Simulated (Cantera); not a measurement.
# Equilibrium for carbon deposition, reforming and gasification: C2H2 + NH3 + N2

Input: 1 mol C2H2, 0.17 mol NH3, 1.5 mol N2, equilibrated at 1550 K and 140 Pa.

Method: chemical equilibrium by Gibbs-energy minimisation in Cantera with the NASA 1993 tables (ideal gas, pure condensed phases). Candidate condensed phases: C, C6H6, C7H8, C8H18; 92 gas species. Rates play no part.

```
Item                    Result
-------------------  ---------
x(N2)                    0.558
x(H2)                    0.441
x(HCN)                0.000737
x(H)                  0.000559
x(HNC)                 1.46e-5
x(C2H2 (acetylene))    7.08e-6
n(C(graphite))        2.00 mol
gas amount           2.841 mol
```
